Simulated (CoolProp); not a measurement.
Vapour-liquid equilibrium of CF4 (R14) (1) + R13 (2) at -136.55 °C; x and y are mole fractions of (1).

The numbers come from the multi-fluid Helmholtz-energy mixture model, Platzer 1990 and Platzer 1990; pair parameters Bell 2016 in CoolProp. This equation is an older, rougher fit; its heat capacities, sound speeds and derivatives of the liquid may be far off and weren't checked against measurements.

Task: Give the bubble pressure and the first vapour's composition at x = 0.35, 0.85, 0.95. Is there an azeotrope?

Result: x = 0.35: 0.02500 MPa, y = 0.963; x = 0.85: 0.04621 MPa, y = 0.993; x = 0.95: 0.05086 MPa, y = 0.998. No azeotrope shows between x = 0.05 and 0.95.

The pair parameters rest on a limited set of measurements; away from them the model extrapolates. With so large a gap from Raoult's law the liquid may split in two, which this calculation doesn't test in full.
